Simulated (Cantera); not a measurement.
An isothermal, constant-pressure homogeneous reactor starts with H₂ : O₂ : N₂ = 0.47 : 1 : 5.8 (molar parts), equivalence ratio 0.23, at 850 K and 1.00 bar. Integrator tolerance rtol = 1e-08.

Computed with Cantera and the H2/O2 subset of GRI-Mech 3.0, which has no nitrogen chemistry. Below about 950 K walls govern HO2 and H2O2 in real vessels. The temperature is held fixed by assumption; the heat of reaction is taken as removed at once.

What does this change do: temperature 850 to 900 K?


```tsv
quantity	before	after
x(H₂) at 20.0 s	0.0175 (gas-phase equilibrium <1e-12)	7.55e-5 (gas-phase equilibrium <1e-12)
x(O₂) at 20.0 s	0.116 (gas-phase equilibrium 0.109)	0.109 (gas-phase equilibrium 0.109)
x(H₂O) at 20.0 s	0.0485 (gas-phase equilibrium 0.0668)	0.0667 (gas-phase equilibrium 0.0668)
x(OH) at 20.0 s	9.51e-9 (gas-phase equilibrium 2.55e-9)	7.19e-9 (gas-phase equilibrium 9.12e-9)
x(O) at 20.0 s	6.33e-9 (gas-phase equilibrium <1e-12)	8.34e-10 (gas-phase equilibrium 1.79e-12)
x(HO₂) at 20.0 s	8.99e-6 (gas-phase equilibrium 2.76e-11)	4.65e-7 (gas-phase equilibrium 7.86e-11)
x(H) at 20.0 s	7.78e-9 (gas-phase equilibrium <1e-12)	3.21e-11 (gas-phase equilibrium <1e-12)
```
